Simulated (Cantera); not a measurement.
A perfectly stirred reactor is fed with H₂ : O₂ : N₂ = 1 : 0.98 : 3.69 (molar parts), at 4.93 atm; it is adiabatic with a 550 K inlet, and is followed from long to short residence time, starting on the burning branch (τ in s: 0.037, 0.014, 0.0055, 0.0021, 0.00083, 0.00032, 0.00012, 4.8e-05, 1.8e-05).

Cantera simulation using the H2/O2 subset of GRI-Mech 3.0, which has no nitrogen chemistry; the numbers are that mechanism's predictions, not measurements. The hydrogen kinetics of GRI-Mech 3.0 are dated; newer H2 mechanisms differ, most at raised pressure.

Q: Predict: blow-out, bracketed by the residence times tried; x(H₂) at τ = 37.0 ms; x(O₂) at τ = 37.0 ms; x(O) at τ = 37.0 ms; x(OH) at τ = 37.0 ms; x(H₂O) at τ = 37.0 ms; x(H₂) at τ = 0.830 ms; x(O₂) at τ = 0.830 ms; x(O) at τ = 0.830 ms; x(OH) at τ = 0.830 ms; x(H₂O) at τ = 0.830 ms.

A: 
* **blow-out, bracketed by the residence times tried**: burning at 18.0 µs, the shortest tried
* **x(H₂) at τ = 37.0 ms**: 8.08e-5
* **x(O₂) at τ = 37.0 ms**: 0.0926
* **x(O) at τ = 37.0 ms**: 5.59e-5
* **x(OH) at τ = 37.0 ms**: 0.00104
* **x(H₂O) at τ = 37.0 ms**: 0.193
* **x(H₂) at τ = 0.830 ms**: 0.000875
* **x(O₂) at τ = 0.830 ms**: 0.0922
* **x(O) at τ = 0.830 ms**: 0.000484
* **x(OH) at τ = 0.830 ms**: 0.00289
* **x(H₂O) at τ = 0.830 ms**: 0.191
